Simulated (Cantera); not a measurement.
# Thermodynamics of silicon nitride deposition, feed Si₂Cl₆ + NH₃ + N₂

Charge: 1 mol Si₂Cl₆, 17 mol NH₃, 1.1 mol N₂, at 427 °C.

Equilibrium computed with Cantera from the NASA thermochemical tables; the gas is ideal and each condensed phase is pure. Candidate condensed phases: NH₄Cl, Si, Si₃N₄; 28 gas species. The feed counts by its element totals alone. Equilibrium is a limit: real reactors are often held back by kinetics, nucleation or transport.

From 5.00e-5 bar to 1.00 bar the condensed part is Si₃N₄(s). The main Si-bearing gas is SiCl₄ throughout. The share of Si in condensed phases is highest at 5.00e-5 bar (99.4 %) and lowest at 1.00 bar (90.3 %).

| P (Pa) | x H₂ | x N₂ | x HCl | x SiCl₄ | x NH₃ | x SiHCl₃ | n Si₃N₄(s) |
|---|---|---|---|---|---|---|---|
| 5 | 0.613 | 0.225 | 0.162 | 0.000337 | 1.07e-7 | 2.61e-7 | 0.663 |
| 36 | 0.613 | 0.225 | 0.161 | 0.000631 | 7.69e-7 | 4.92e-7 | 0.659 |
| 260 | 0.615 | 0.226 | 0.159 | 0.00115 | 5.57e-6 | 9.12e-7 | 0.653 |
| 1900 | 0.616 | 0.226 | 0.155 | 0.00203 | 4.10e-5 | 1.65e-6 | 0.642 |
| 14000 | 0.619 | 0.227 | 0.150 | 0.00339 | 0.000305 | 2.87e-6 | 0.625 |
| 100000 | 0.622 | 0.228 | 0.143 | 0.00531 | 0.00219 | 4.73e-6 | 0.602 |
x: gas mole fraction; n: condensed amount in mol.
